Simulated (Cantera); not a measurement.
Thermodynamics of metals in furnace atmospheres, feed Pb + O2 + N2 + H2O

Feed: 1 mol Pb, a varied amount of O2, 160 mol N2, 2.2 mol H2O, held at 1.00 bar.

Equilibrium computed with Cantera from the NASA thermochemical tables; the gas is ideal and each condensed phase is pure. Candidate condensed phases: H2O, Pb, PbO, PbO2, Pb3O4; 27 gas species. Each liquid is taken as pure. Mutual solubility and eutectic melting of coexisting phases are not modelled. Rates play no part.

Q: Map the stable condensed phases over T = 900, 925, 950, 975, 1000, 1025, 1050, 1075, 1100, 1125, 1150 °C and n(O2) in mol = 0.0013, 0.0056, 0.0099, 0.014, 0.019, 0.023, 0.027.

A: 
```
T in °C \ n(O2) in mol
         0.0013 0.0056 0.0099  0.014  0.019  0.023  0.027
   1150       A      A      A      A      A      A      A
   1125       A      A      A      A      A      A      A
   1100       A      A      A      A      A      A      A
   1075       B      B      B      B      B      B      B
   1050       B      B      B      B      B      B      B
   1025       B      B      B      B      B      B      B
   1000       B      B      B      B      B      C      C
    975       B      B      B      C      C      C      C
    950       B      B      C      C      C      C      C
    925       B      C      C      C      C      C      C
    900       B      C      C      C      C      C      C
```
A: gas only; B: Pb; C: Pb + PbO.
